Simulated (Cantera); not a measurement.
Feed: 1 mol N2O, 0.0039 mol SO2, 0.88 mol N2, equilibrated at 1498.15 K and 1.00 bar.

Equilibrium computed with Cantera from the NASA thermochemical tables; the gas is ideal and each condensed phase is pure. Candidate condensed phases: S; 17 gas species. The numbers say what is thermodynamically allowed, not how fast it happens.

Base state: N2 0.788, O2 0.209, SO2 0.00161, NO 0.00121, SO3 2.77e-5 (mole fractions); condensed: gas only.

**Question.** What changes in the equilibrium state with this change: temperature from 1498.15 K to 700 K?

**Answer.** 
```json
[
 {"species": "N2", "before": "0.788", "after": "0.789"},
 {"species": "O2", "before": "0.209", "after": "0.209"},
 {"species": "SO3", "before": "2.77e-5", "after": "0.00162"},
 {"species": "SO2", "before": "0.00161", "after": "1.24e-5"},
 {"species": "NO", "before": "0.00121", "after": "2.81e-7"}
]
```
